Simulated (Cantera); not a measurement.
**PbF2 + HF + H2 (halide evaporation, hydrolysis and transport)**

Input: 1 mol PbF2, 0.036 mol HF, 21 mol H2, equilibrated at 133 Pa.

Cantera equilibrium calculation (NASA polynomials, part measured and part estimated; ideal gas, pure solids and liquids). Candidate condensed phases: Pb, PbF2; 16 gas species. Equilibrium is a limit: real reactors are often held back by kinetics, nucleation or transport.

From 702 °C to 752 °C the condensed part is Pb(l). From 802 °C to 1002 °C nothing is condensed. The main Pb-bearing gas is Pb throughout.

```tsv
T (°C)	x H2	x HF	x Pb	x H	x PbF	x Pb2	n Pb(l)
702	0.901	0.0918	0.00688	2.97e-8	6.11e-7	1.48e-8	0.847
752	0.889	0.0905	0.0209	1.12e-7	1.82e-6	9.46e-8	0.530
802	0.868	0.0884	0.0434	3.74e-7	3.70e-6	2.95e-7	0
852	0.868	0.0884	0.0434	1.13e-6	3.66e-6	2.18e-7	0
902	0.868	0.0884	0.0434	3.13e-6	3.63e-6	1.66e-7	0
952	0.868	0.0884	0.0434	7.95e-6	3.60e-6	1.29e-7	0
1002	0.868	0.0884	0.0434	1.88e-5	3.58e-6	1.02e-7	0
```
x: gas mole fraction; n: condensed amount in mol.
